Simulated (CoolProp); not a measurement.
Vapour-liquid equilibrium of R22 (1) + acetone (2) at 248.2 K; x and y are mole fractions of (1).

The numbers come from the multi-fluid Helmholtz-energy mixture model, Kamei 1995 and Lemmon 2006; pair parameters Bell 2016 in CoolProp.

```tsv
x	bubble pressure (MPa)	y at the bubble point	dew pressure at overall composition x (MPa)	liquid density (mol/L)
0.05	0.01084	0.812	0.002226	14.53
0.2	0.02574	0.929	0.002640	14.79
0.35	0.03975	0.961	0.003242	15.08
0.5	0.06148	0.982	0.004200	15.37
0.65	0.09586	0.993	0.005957	15.63
0.8	0.1426	0.998	0.01022	15.81
0.95	0.1897	1.000	0.03364	15.82
```

No azeotrope shows between x = 0.05 and 0.95.

Pair parameters are fitted to limited data, so mixtures are less certain than the pure fluids.
